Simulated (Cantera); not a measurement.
# Roasting and sulfation: FeS + O₂ + CO₂

Input: 1 mol FeS, 2.2 mol O₂, 0.11 mol CO₂, at 700 K.

Cantera equilibrium calculation (NASA polynomials, part measured and part estimated; ideal gas, pure solids and liquids). Candidate condensed phases: C, Fe, Fe(CO)₅, FeO, FeS, FeSO₄, FeS₂, Fe₂O₃, Fe₂(SO₄)₃, Fe₃O₄, S; 25 gas species. Equilibrium is a limit: real reactors are often held back by kinetics, nucleation or transport.

| P (Pa) | x CO₂ | x SO₂ | x SO₃ | x O₂ | n FeSO₄(s) | n Fe₂O₃(s) | n Fe₂(SO₄)₃(s) |
|---|---|---|---|---|---|---|---|
| 1000 | 0.716 | 0.282 | 0.00210 | 6.78e-8 | 0.113 | 0.162 | 0.281 |
| 2300 | 0.876 | 0.123 | 0.000914 | 2.95e-8 | 0.169 | 0.144 | 0.272 |
| 5400 | 0.947 | 0.0522 | 0.000389 | 1.26e-8 | 0.188 | 0.137 | 0.269 |
| 13000 | 0.978 | 0.0217 | 0.000162 | 5.21e-9 | 0.195 | 0.135 | 0.267 |
| 29000 | 0.990 | 0.00973 | 7.25e-5 | 2.34e-9 | 0.198 | 0.134 | 0.267 |
| 68000 | 0.996 | 0.00415 | 3.09e-5 | 9.97e-10 | 0.199 | 0.134 | 0.267 |
| 160000 | 0.998 | 0.00176 | 1.31e-5 | 4.24e-10 | 0.200 | 0.133 | 0.267 |
| 370000 | 0.999 | 0.000762 | 5.68e-6 | 1.83e-10 | 0.200 | 0.133 | 0.267 |
| 860000 | 1.000 | 0.000328 | 2.44e-6 | 7.88e-11 | 0.200 | 0.133 | 0.267 |
| 2000000 | 1.000 | 0.000141 | 1.05e-6 | 3.39e-11 | 0.200 | 0.133 | 0.267 |
x: gas mole fraction; n: condensed amount in mol.

From 10.0 mbar to 20.0 bar the condensed part is FeSO₄(s) + Fe₂O₃(s) + Fe₂(SO₄)₃(s).
